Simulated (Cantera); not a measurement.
A closed system holds: 1 mol MgCO3, 0.41 mol H2S, 0.24 mol O2, held at 923.15 K and 0.0133 bar.

Cantera equilibrium calculation (NASA polynomials, part measured and part estimated; ideal gas, pure solids and liquids). Candidate condensed phases: C, C6H6, C7H8, C8H18, H2O, H2SO4, Mg, MgCO3, MgO, Mg(OH)2, MgS, MgSO4, S; 130 gas species. Gases not in the tables: S3 to S7. Rates play no part.

Q: What is the equilibrium state?

A: 
| Quantity | Value |
|---|---|
| x(CO2) | 0.612 |
| x(H2O) | 0.219 |
| x(S2) | 0.0892 |
| x(SO2) | 0.0406 |
| x(H2S) | 0.0310 |
| x(CO) | 0.00368 |
| x(H2) | 0.00269 |
| x(COS) | 0.00135 |
| x(S2O) | 0.000677 |
| n(MgO(s)) | 1.00 mol |
| gas amount | 1.622 mol |
| log10 activity of S(l) (absent) | -1.60 |
| log10 activity of MgCO3(s) (absent) | -4.40 |
| log10 activity of C(graphite) (absent) | -6.03 |
